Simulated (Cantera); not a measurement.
A closed system holds: 1 mol C2H6, 0.4 mol NH3, equilibrated at 2248 K and 100000 Pa.

Method: chemical equilibrium by Gibbs-energy minimisation in Cantera with the NASA 1993 tables (ideal gas, pure condensed phases). Candidate condensed phases: C, C6H6, C7H8, C8H18; 92 gas species. Kinetics and transport are ignored.

Base state: H2 0.933, N2 0.0484, HCN 0.00746, H 0.00710, C2H2 (acetylene) 0.00309, HNC 0.000632, CH4 0.000207, CH3 2.99e-5 (mole fractions); condensed: C(graphite).

Task: What changes in the equilibrium state with this change: NH3 from 0.4 to 1.4 mol?

Result: 
```csv
species,before,after
H2,0.933,0.864
N2,0.0484,0.114
HCN,0.00746,0.0110
HNC,0.000632,0.000934
CH4,0.000207,0.000177
"C(graphite), mol",1.94,1.90
```

Task: What changes in the equilibrium state with this change: NH3 from 0.4 to 2.4 mol?

Result: 
```csv
species,before,after
H2,0.933,0.830
N2,0.0484,0.147
HCN,0.00746,0.0122
HNC,0.000632,0.00104
CH4,0.000207,0.000164
"C(graphite), mol",1.94,1.85
```
